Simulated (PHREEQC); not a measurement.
Dissolve 1.5 mol KCl, 0.47 mol K2SO4 and 0.91 mol MgCl2 per kg of water at 55 °C. Closed to the air; pH follows from the charge balance.

Model: Pitzer model, pitzer.dat, run in PHREEQC.

Each row changes one thing in this solution. Precipitation was switched off in this run.

| case | MgOH+ (mol/kgw) | SI of Sylvite (KCl) | SI of Carnallite (KMgCl3:6H2O) |
|---|---|---|---|
| as made | 5.30e-6 | -0.66 | -4.18 |
| K2SO4 left out | (withheld) | (withheld) | -4.21 |
| diluted 10-fold with water | (withheld) | -2.62 | (withheld) |
| K2SO4 from 0.47 to 0.517 mol/kgw | (withheld) | -0.64 | -4.18 |

Problem. What belongs in the gaps?

Solution. 
- K2SO4 left out, MgOH+ (mol/kgw): 2.14e-6
- K2SO4 left out, SI of Sylvite (KCl): -0.84
- diluted 10-fold with water, MgOH+ (mol/kgw): 8.99e-7
- diluted 10-fold with water, SI of Carnallite (KMgCl3:6H2O): -9.05
- K2SO4 from 0.47 to 0.517 mol/kgw, MgOH+ (mol/kgw): 5.57e-6

Species that the database lacks are ignored. Constants without temperature data keep their 25 °C values here.
